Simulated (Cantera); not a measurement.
An isothermal plug-flow reactor at 600 K and 30000 Pa (inlet), inlet velocity 0.9 m/s, active area per volume 3300 1/m; feed H2 : O2 : N2 = 0.0021 : 0.13 : 0.79 (molar parts), equivalence ratio 0.0081.

Detailed kinetics in Cantera: Deutschmann's 1995 Pt surface mechanism with GRI-Mech 3.0 gas chemistry. Catalytic surfaces can have several steady states; this one follows from the mechanism file's or the stated starting coverage. Mass transfer to the wall is taken as infinitely fast.

Question: What does this change do: area per volume 3300 to 1800 1/m?

Answer: 
```
quantity                 before    after
----------------------  -------  -------
x(H2) at z = 0.015 m    2.14e-5  6.55e-5
x(O2) at z = 0.015 m      0.140    0.140
x(H2O) at z = 0.015 m   0.00226  0.00221
θ(free Pt) at the exit  0.00140  0.00170
θ(O*) at the exit         0.998    0.998
```

Question: What does this change do: area per volume 3300 to 1600 1/m?

Answer: 
| quantity | before | after |
|---|---|---|
| x(H2) at z = 0.015 m | 2.14e-5 | 7.79e-5 |
| x(O2) at z = 0.015 m | 0.140 | 0.140 |
| x(H2O) at z = 0.015 m | 0.00226 | 0.00220 |
| θ(free Pt) at the exit | 0.00140 | 0.00180 |
| θ(O*) at the exit | 0.998 | 0.998 |
